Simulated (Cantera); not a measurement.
Catalytic stagnation flow on Pt

A jet of 1.38 % CH₄, 20.7 % O₂, 77.9 % N₂, equivalence ratio 0.13 at 300 K and 7300 Pa hits a platinum plate 5.3 cm away at a mass flux of 0.18 kg/m²/s; the plate temperature is set and raised in steps from an oxygen-covered start.

Cantera simulation using Deutschmann's 1995 Pt surface mechanism with GRI-Mech 3.0 gas chemistry; the numbers are that mechanism's predictions, not measurements. Catalytic surfaces can have several steady states; this one follows from the mechanism file's or the stated starting coverage.

```json
[
 {"plate T (K)": "900", "wall x CH₄": "0.0115", "wall x O₂": "0.202", "wall x H₂O": "0.00422", "wall x OH": "1.57e-8", "wall x CO": "4.09e-6", "wall x CO₂": "0.00276", "θ free Pt": "0.180", "θ O*": "0.820"},
 {"plate T (K)": "950", "wall x CH₄": "0.0100", "wall x O₂": "0.199", "wall x H₂O": "0.00702", "wall x OH": "5.56e-8", "wall x CO": "4.89e-6", "wall x CO₂": "0.00460", "θ free Pt": "0.242", "θ O*": "0.758"},
 {"plate T (K)": "1000", "wall x CH₄": "0.00846", "wall x O₂": "0.196", "wall x H₂O": "0.00993", "wall x OH": "1.63e-7", "wall x CO": "5.55e-6", "wall x CO₂": "0.00652", "θ free Pt": "0.307", "θ O*": "0.692"},
 {"plate T (K)": "1050", "wall x CH₄": "0.00703", "wall x O₂": "0.193", "wall x H₂O": "0.0125", "wall x OH": "4.17e-7", "wall x CO": "6.10e-6", "wall x CO₂": "0.00824", "θ free Pt": "0.373", "θ O*": "0.626"},
 {"plate T (K)": "1100", "wall x CH₄": "0.00584", "wall x O₂": "0.190", "wall x H₂O": "0.0147", "wall x OH": "9.53e-7", "wall x CO": "6.62e-6", "wall x CO₂": "0.00967", "θ free Pt": "0.438", "θ O*": "0.561"},
 {"plate T (K)": "1150", "wall x CH₄": "0.00491", "wall x O₂": "0.188", "wall x H₂O": "0.0164", "wall x OH": "1.98e-6", "wall x CO": "7.20e-6", "wall x CO₂": "0.0108", "θ free Pt": "0.501", "θ O*": "0.498"},
 {"plate T (K)": "1200", "wall x CH₄": "0.00418", "wall x O₂": "0.187", "wall x H₂O": "0.0177", "wall x OH": "3.80e-6", "wall x CO": "7.90e-6", "wall x CO₂": "0.0116", "θ free Pt": "0.561", "θ O*": "0.438"},
 {"plate T (K)": "1250", "wall x CH₄": "0.00361", "wall x O₂": "0.186", "wall x H₂O": "0.0186", "wall x OH": "6.84e-6", "wall x CO": "8.78e-6", "wall x CO₂": "0.0122", "θ free Pt": "0.618", "θ O*": "0.382"}
]
```
x: mole fraction at the wall; θ: surface coverage.
